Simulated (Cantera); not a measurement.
An adiabatic, constant-pressure homogeneous reactor starts with 5.34 % CO, 2.35 % H2, 2.51 % CH4, 18.8 % O2, 71.0 % N2, equivalence ratio 0.47, at 1225 K and 320000 Pa.

Detailed kinetics in Cantera: GRI-Mech 3.0 (53 species, 325 reactions).

Q: Predict: time of steepest temperature rise; temperature at 5.00 s; equilibrium temperature; x(CO) at 5.00 s; x(H2) at 5.00 s; x(H2O2) at 5.00 s.

A: 
* **time of steepest temperature rise**: 0.218 ms
* **temperature at 5.00 s**: 2275 K
* **equilibrium temperature**: 2275 K
* **x(CO) at 5.00 s**: 0.00142 (gas-phase equilibrium 0.00142)
* **x(H2) at 5.00 s**: 0.000240 (gas-phase equilibrium 0.000240)
* **x(H2O2) at 5.00 s**: 1.73e-7 (gas-phase equilibrium 1.73e-7)
